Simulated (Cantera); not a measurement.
Input: 1 mol HBr, 5.5 mol H2, 0.43 mol O2, at 1225 K and 38.0 Pa.

Cantera equilibrium calculation (NASA polynomials, part measured and part estimated; ideal gas, pure solids and liquids). Candidate condensed phases: Br2, H2O; 12 gas species. Kinetics and transport are ignored.

Base state: H2 0.714, HBr 0.153, H2O 0.132, Br 0.00104, H 1.35e-5 (mole fractions); condensed: gas only.

Problem. What changes in the equilibrium state with this change: HBr replaced by CS2?

Solution. 
| species | before | after |
|---|---|---|
| H2 | 0.714 | 0.701 |
| CO | 0 | 0.121 |
| S2 | 0 | 0.0838 |
| HBr | 0.153 | 0 |
| H2O | 0.132 | 1.67e-5 |
| H2S | 0 | 0.0733 |
| CS2 | 0 | 0.0197 |
| Br | 0.00104 | 0 |
| SH | 0 | 0.00103 |
| COS | 0 | 0.000403 |
Gases not in the tables: S3 to S7. Further candidate phases: C, C6H6, C7H8, C8H18, H2SO4, S.
